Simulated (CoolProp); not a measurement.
Properties of R365MFC along the isobar 11700 kPa.

Model: reference Helmholtz-energy equation of state, Lemmon 2016, in CoolProp.

| T (°C) | phase | density (kg/m³) | cp (kJ/(kg K)) | speed of sound (m/s) |
|---|---|---|---|---|
| -17.95 | liquid | 1363 | … | 953.1 |
| -5.65 | liquid | 1341 | 1.308 | 908.0 |
| 6.75 | liquid | 1318 | 1.326 | 863.8 |
| 19.05 | liquid | 1295 | 1.346 | 821.2 |
| 31.35 | liquid | 1271 | 1.366 | … |
| 43.65 | liquid | 1248 | 1.387 | … |
| 56.05 | liquid | 1223 | 1.409 | 699.6 |
| 68.35 | liquid | 1199 | 1.431 | 661.2 |
| 80.65 | liquid | 1173 | 1.454 | 623.8 |
| 92.95 | liquid | 1148 | 1.478 | 587.4 |
| 105.35 | liquid | 1121 | 1.503 | 551.5 |

Q: Fill in the missing entries.

A: 
- -17.95, cp (kJ/(kg K)): 1.290
- 31.35, speed of sound (m/s): 779.7
- 43.65, speed of sound (m/s): 739.3
